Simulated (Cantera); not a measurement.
# Pyrogenic steam for wet oxidation

An isothermal, constant-pressure homogeneous reactor starts with 37.5 % H2, 25.0 % O2, 37.5 % N2, at 1350 K and 113 Torr.

Detailed kinetics in Cantera: the H2/O2 subset of GRI-Mech 3.0, which has no nitrogen chemistry. The temperature is held fixed by assumption; the heat of reaction is taken as removed at once.

```tsv
t (s)	x H2	x O2	x H2O2	x O	x HO2	x H2O
4.00e-5	0.375	0.250	1.21e-8	7.00e-6	8.83e-7	4.68e-5
0.000111	0.0711	0.116	1.93e-6	0.0380	2.00e-5	0.222
0.000306	0.0402	0.0957	2.56e-6	0.0226	2.16e-5	0.331
0.000846	0.0154	0.0818	2.74e-6	0.00574	2.05e-5	0.426
0.00234	0.00236	0.0771	1.30e-6	0.000746	1.22e-5	0.456
0.00647	0.000265	0.0768	3.67e-7	8.24e-5	2.88e-6	0.461
0.0179	4.01e-5	0.0768	9.91e-8	1.31e-5	5.46e-7	0.461
0.0495	8.89e-6	0.0769	3.00e-8	3.06e-6	1.37e-7	0.461
0.137	2.65e-6	0.0769	1.05e-8	9.32e-7	5.38e-8	0.461
0.378	1.14e-6	0.0769	4.98e-9	4.00e-7	3.85e-8	0.462
1.05	8.89e-7	0.0769	3.96e-9	3.07e-7	3.72e-8	0.462
2.89	8.83e-7	0.0769	3.93e-9	3.04e-7	3.72e-8	0.462
8.00	8.83e-7	0.0769	3.93e-9	3.04e-7	3.72e-8	0.462
```
x: mole fraction; the columns are a selection and need not sum to one.

Equilibrium at this temperature and pressure: H2 8.83e-7, O2 0.0769, H2O2 3.93e-9, O 3.04e-7, HO2 3.72e-8, H2O 0.462 (gas phase only).
